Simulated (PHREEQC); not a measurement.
0.6 g of hydrous ferric oxide (600 m²/g; 0.2 weak and 0.005 strong sites per Fe, Dzombak-Morel constants, diffuse double layer) in 1 kg of water with 0.005 mol/kgw of an inert sodium salt and 2.1e-06 mol MgCl2 and 2.1e-05 mol NiCl2, at 25 °C; the pH is set by adding NaOH or the inert anion's acid. Oxygen is held at 0.21 atm. CO2 from the air is kept out. Precipitation was switched off in this run.

The series has 17 steps of pH, from 4 to 10.

Model: ion-association model, wateq4f.dat, run in PHREEQC.

Problem. Near which pH is half of the Mg sorbed, and on which side is more sorbed?

Solution. Near pH 7.9, with more sorbed at higher pH.

Problem. Near which pH is half of the Ni sorbed, and on which side is more sorbed?

Solution. Near pH 6.2, with more sorbed at higher pH.
